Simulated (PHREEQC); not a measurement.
Consider water at 25 °C with 0.0035 mol/kgw ZnBr2. Closed to the air; pH follows from the charge balance.

Computed with PHREEQC (ion-association model, wateq4f.dat).

Precipitation was switched off in this run.

Q: Estimate the pH.

A: pH 5.79.
